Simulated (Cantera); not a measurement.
Feed: 1 mol AlCl3, 180 mol NH3, 48 mol N2, 12 mol O2, at 82.0 Pa.

Cantera equilibrium calculation (NASA polynomials, part measured and part estimated; ideal gas, pure solids and liquids). Candidate condensed phases: Al, AlCl3, AlN, Al2O3, H2O, NH4Cl; 45 gas species. Condensed phases not in the tables: AlOCl. Rates play no part. All values below are at 900 K.

Base state: H2 0.601, N2 0.337, H2O 0.0549, HCl 0.00733 (mole fractions); condensed: Al2O3(s).

Problem. What changes in the equilibrium state with this change: NH3 from 180 to 1.2 mol?

Solution. 
```
species         before     after
-------------  -------  --------
N2               0.337     0.772
O2               <1e-9     0.175
HCl            0.00733    0.0429
H2               0.601     <1e-9
H2O             0.0549   0.00714
Cl2              <1e-9   0.00231
Cl               <1e-9  0.000124
Al2O3(s), mol    0.500     0.500
```

Problem. What changes in the equilibrium state with this change: NH3 from 180 to 0.36 mol?

Solution. 
```json
[
 {"species": "N2", "before": "0.337", "after": "0.784"},
 {"species": "O2", "before": "<1e-9", "after": "0.183"},
 {"species": "HCl", "before": "0.00733", "after": "0.0172"},
 {"species": "H2", "before": "0.601", "after": "<1e-9"},
 {"species": "Cl2", "before": "<1e-9", "after": "0.0156"},
 {"species": "H2O", "before": "0.0549", "after": "0.000173"},
 {"species": "Cl", "before": "<1e-9", "after": "0.000323"},
 {"species": "Al2O3(s), mol", "before": "0.500", "after": "0.500"}
]
```
